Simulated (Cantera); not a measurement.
An isothermal, constant-pressure homogeneous reactor starts with 17.9 % H₂, 24.2 % O₂, 58.0 % N₂, equivalence ratio 0.37, at 1175 K and 100.0 Torr.

Detailed kinetics in Cantera: the H2/O2 subset of GRI-Mech 3.0, which has no nitrogen chemistry. The temperature is held fixed by assumption; the heat of reaction is taken as removed at once.

One state of this run: x H₂ = 1.68e-6; x O₂ = 0.167; x O = 2.48e-6; x HO₂ = 1.58e-7; x OH = 5.74e-5; x H = 5.75e-8; x H₂O = 0.196. x: mole fraction; the columns are a selection and need not sum to one.

Task: Which value of t (s) does it belong to?
(A) 1.00e-6
(B) 0.000637
(C) 8.60e-6
(D) 0.0471

Result: D, 0.0471
